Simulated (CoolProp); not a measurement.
Properties of isohexane along the isotherm 303.6 K (Tc = 497.7 K, pc = 30.43 bar, ω = 0.280).

Model: reference Helmholtz-energy equation of state, Lemmon 2006, in CoolProp. It is a short technical equation, of lower accuracy than the large ones.

```json
[
 {"p (bar)": "0.481", "phase": "liquid", "density (kg/m³)": "643.5", "cv (kJ/(kg K))": "1.752", "speed of sound (m/s)": "1021", "Joule-Thomson coefficient (K/MPa)": "-0.3862", "expansivity (1/kK)": "1.442"},
 {"p (bar)": "0.812", "phase": "liquid", "density (kg/m³)": "643.5", "cv (kJ/(kg K))": "1.752", "speed of sound (m/s)": "1021", "Joule-Thomson coefficient (K/MPa)": "-0.3863", "expansivity (1/kK)": "1.442"},
 {"p (bar)": "1.37", "phase": "liquid", "density (kg/m³)": "643.6", "cv (kJ/(kg K))": "1.752", "speed of sound (m/s)": "1022", "Joule-Thomson coefficient (K/MPa)": "-0.3865", "expansivity (1/kK)": "(withheld)"},
 {"p (bar)": "2.31", "phase": "liquid", "density (kg/m³)": "643.7", "cv (kJ/(kg K))": "1.752", "speed of sound (m/s)": "1022", "Joule-Thomson coefficient (K/MPa)": "-0.3869", "expansivity (1/kK)": "1.439"},
 {"p (bar)": "3.9", "phase": "liquid", "density (kg/m³)": "643.9", "cv (kJ/(kg K))": "1.752", "speed of sound (m/s)": "1024", "Joule-Thomson coefficient (K/MPa)": "-0.3875", "expansivity (1/kK)": "1.436"},
 {"p (bar)": "6.59", "phase": "liquid", "density (kg/m³)": "644.3", "cv (kJ/(kg K))": "1.752", "speed of sound (m/s)": "1026", "Joule-Thomson coefficient (K/MPa)": "-0.3884", "expansivity (1/kK)": "1.431"},
 {"p (bar)": "11.1", "phase": "liquid", "density (kg/m³)": "644.8", "cv (kJ/(kg K))": "1.753", "speed of sound (m/s)": "1030", "Joule-Thomson coefficient (K/MPa)": "(withheld)", "expansivity (1/kK)": "(withheld)"},
 {"p (bar)": "18.8", "phase": "liquid", "density (kg/m³)": "645.7", "cv (kJ/(kg K))": "1.753", "speed of sound (m/s)": "1037", "Joule-Thomson coefficient (K/MPa)": "-0.3928", "expansivity (1/kK)": "1.409"},
 {"p (bar)": "31.7", "phase": "liquid", "density (kg/m³)": "647.3", "cv (kJ/(kg K))": "1.754", "speed of sound (m/s)": "1047", "Joule-Thomson coefficient (K/MPa)": "-0.3971", "expansivity (1/kK)": "1.387"},
 {"p (bar)": "53.4", "phase": "liquid", "density (kg/m³)": "649.8", "cv (kJ/(kg K))": "1.755", "speed of sound (m/s)": "1065", "Joule-Thomson coefficient (K/MPa)": "-0.4039", "expansivity (1/kK)": "1.352"},
 {"p (bar)": "90.1", "phase": "liquid", "density (kg/m³)": "653.8", "cv (kJ/(kg K))": "1.757", "speed of sound (m/s)": "1094", "Joule-Thomson coefficient (K/MPa)": "-0.4140", "expansivity (1/kK)": "1.299"},
 {"p (bar)": "152", "phase": "liquid", "density (kg/m³)": "660.1", "cv (kJ/(kg K))": "1.761", "speed of sound (m/s)": "1139", "Joule-Thomson coefficient (K/MPa)": "-0.4279", "expansivity (1/kK)": "(withheld)"}
]
```

Problem. What belongs in the gaps?

Solution. 
- 1.37, expansivity (1/kK): 1.441
- 11.1, Joule-Thomson coefficient (K/MPa): -0.3901
- 11.1, expansivity (1/kK): 1.423
- 152, expansivity (1/kK): 1.222
